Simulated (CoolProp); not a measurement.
Saturation properties of water (Tc = 647.1 K, pc = 22.06 MPa, ω = 0.344).

The numbers come from the reference Helmholtz-energy equation of state, Wagner 2002 in CoolProp.

| T (K) | p (MPa) | liquid density (kg/m³) | enthalpy of vaporisation (kJ/kg) | vapour Z | surface tension (mN/m) |
|---|---|---|---|---|---|
| 455 | 1.046 | 885.0 | 2008 | 0.9275 | 41.6 |
| 477.4 | 1.698 | 859.6 | 1923 | 0.9002 | 36.5 |
| 499.8 | [?] | 831.6 | 1828 | 0.8668 | 31.3 |
| 522.2 | 3.913 | 800.3 | [?] | 0.8267 | 26.1 |
| 544.6 | 5.629 | [?] | 1596 | [?] | 20.8 |
| 566.9 | 7.857 | 724.7 | [?] | [?] | 15.6 |
| 589.3 | 10.72 | 676.5 | [?] | 0.6514 | 10.6 |
| 611.7 | 14.34 | 615.3 | [?] | 0.5629 | 5.88 |

Task: What belongs in the gaps?

Result: 
- 499.8, p (MPa): 2.629
- 522.2, enthalpy of vaporisation (kJ/kg): 1720
- 544.6, liquid density (kg/m³): 765.0
- 544.6, vapour Z: 0.7786
- 566.9, enthalpy of vaporisation (kJ/kg): 1450
- 566.9, vapour Z: 0.7213
- 589.3, enthalpy of vaporisation (kJ/kg): 1273
- 611.7, enthalpy of vaporisation (kJ/kg): 1045

It boils at 373.1 K under 1 atm.

Surface tension comes from a separate correlation (Mulero 2012).
